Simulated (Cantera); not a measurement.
Input: 1 mol Si, 1.2 mol CO2, 38 mol N2, held at 1748 K and 13300 Pa.

Equilibrium computed with Cantera from the NASA thermochemical tables; the gas is ideal and each condensed phase is pure. Candidate condensed phases: C, Si, SiC, SiO2, Si2N2O, Si3N4; 34 gas species. Mutual solubility and eutectic melting of coexisting phases are not modelled. The tables hold silica as quartz up to 1696 K and as liquid above; real silica turns to tridymite and cristobalite and melts near 1996 K. The numbers say what is thermodynamically allowed, not how fast it happens.

Base state: N2 0.960, CO 0.0304, SiO 0.00963 (mole fractions); condensed: SiO2(condensed) + Si2N2O(s).

**Question.** What changes in the equilibrium state with this change: Si replaced by Si3N4?

**Answer.** 
| species | before | after |
|---|---|---|
| N2 | 0.960 | 0.974 |
| CO | 0.0304 | 0.0250 |
| SiO | 0.00963 | 0.000669 |
| SiO2(condensed), mol | 0.340 | 0 |
| Si2N2O(s), mol | 0.140 | 1.38 |
| SiC(s), mol | 0 | 0.209 |

**Question.** What changes in the equilibrium state with this change: temperature from 1748 K to 2025 K?

**Answer.** 
| species | before | after |
|---|---|---|
| N2 | 0.960 | 0.950 |
| CO | 0.0304 | 0.0297 |
| SiO | 0.00963 | 0.0202 |
| CO2 | 5.06e-6 | 0.000250 |
| SiO2(condensed), mol | 0.340 | 0 |
| Si2N2O(s), mol | 0.140 | 0 |
| SiO2(l), mol | 0 | 0.190 |
